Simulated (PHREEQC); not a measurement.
Solution (20 °C): 0.12 mol Li2SO4 per kg of water. Closed to the air; pH follows from the charge balance.

Computed with PHREEQC (Pitzer model, pitzer.dat).

This is a speciation only: nothing precipitates in the calculation.

Q: Estimate the specific conductance.

A: specific conductance 15600 µS/cm.
